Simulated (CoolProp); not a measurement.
Computed with CoolProp (reference Helmholtz-energy equation of state, Thol 2015).

**Question.** For octamethylcyclotetrasiloxane (D4), give the phase and the density (kg/m³), cp (kJ/(kg K)), Joule-Thomson coefficient (K/MPa), isothermal compressibility (1/MPa) at 322.65 °C and 43 bar; 334.75 °C and 43 bar.

**Answer.** 
- 322.65 °C and 43 bar: supercritical; density 570, cp 2.31, Joule-Thomson coefficient 0.737, isothermal compressibility 0.0389
- 334.75 °C and 43 bar: supercritical; density 547, cp 2.35, Joule-Thomson coefficient 0.952, isothermal compressibility 0.0488
